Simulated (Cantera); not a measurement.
Predominance diagram of Cu at 1650 K against the partial pressures of O2 and F2 (log10, bar). Source: NASA polynomial tables (part measured, part estimated), evaluated in Cantera. Candidates: Cu(l), CuF2(l), Cu2O(l). Only these pure phases compete in this equilibrium. 

```
log p(F2) \ log p(O2)
        columns: -15, -14.3, -13.6, -13, -12.3, -11.6, -10.9, -10.2, -9.5, -8.9, -8.2, -7.5, -6.8, -6.1, -5.5, -4.8, -4.1, -3.4, -2.7, -2, -1.4, -0.7, 0
      1  A A A A A A A A A A A A A A A A A A A A A A A
     -1  B B B B B B B B B B B B B B B B B B B B B B B
     -3  B B B B B B B B B B B B B B B B B B B B B B B
     -5  B B B B B B B B B B B B B B B B B B B B B B B
     -7  B B B B B B B B B B B B B B B B B B B B B B B
     -9  B B B B B B B B B B B B B B B B B B B B B B B
    -11  C C C C C C C C C C C C C C C C C C D D D D D
    -13  C C C C C C C C C C C C C C C C C C D D D D D
    -15  C C C C C C C C C C C C C C C C C C D D D D D
    -17  C C C C C C C C C C C C C C C C C C D D D D D
```

A: out of reach (another gas would pass 10 bar, or a non-metal would condense); B: CuF2(l); C: Cu(l); D: Cu2O(l).
